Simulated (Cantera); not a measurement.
Feed: 1 mol C3H8, 0.69 mol O2, 0.62 mol H2, held at 0.100 bar.

Cantera equilibrium calculation (NASA polynomials, part measured and part estimated; ideal gas, pure solids and liquids). Candidate condensed phases: C, C6H6, C7H8, C8H18, H2O; 110 gas species. Equilibrium is a limit: real reactors are often held back by kinetics, nucleation or transport.

Task: What share of the C ends up in condensed phases as a function of T (°C), at 1752, 1802, 1852, 1902, 1952, 2002, 2052, 2102, 2152, 2202, 2252, 2302, 2352, 2402?

Result: 
| T (°C) | C condensed (%) | as |
|---|---|---|
| 1752 | 53.7 | C(graphite) |
| 1802 | 53.6 | C(graphite) |
| 1852 | 53.5 | C(graphite) |
| 1902 | 53.3 | C(graphite) |
| 1952 | 53.1 | C(graphite) |
| 2002 | 52.8 | C(graphite) |
| 2052 | 52.5 | C(graphite) |
| 2102 | 52.1 | C(graphite) |
| 2152 | 51.7 | C(graphite) |
| 2202 | 51.1 | C(graphite) |
| 2252 | 50.5 | C(graphite) |
| 2302 | 49.7 | C(graphite) |
| 2352 | 48.8 | C(graphite) |
| 2402 | 47.8 | C(graphite) |
